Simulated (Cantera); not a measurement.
Charge: 1 mol HMDSO, 0.37 mol O₂, held at 11.3 Torr.

Method: chemical equilibrium by Gibbs-energy minimisation in Cantera with the NASA 1993 tables (ideal gas, pure condensed phases). Candidate condensed phases: C, C₆H₆, C₇H₈, C₈H₁₈, H₂O, Si, SiC, SiO₂; 123 gas species. The feed counts by its element totals alone. Mutual solubility and eutectic melting of coexisting phases are not modelled. The tables hold silica as quartz up to 1696 K and as liquid above; real silica turns to tridymite and cristobalite and melts near 1996 K. Kinetics and transport are ignored.

### Question
At 925 °C, list the 3 most abundant gas species with their mole fractions, and the condensed phases.

### Answer
H₂ 0.996, CO 0.00345, CH₄ 0.000239. Condensed: C(graphite) + SiC(s) + SiO₂(β-quartz).
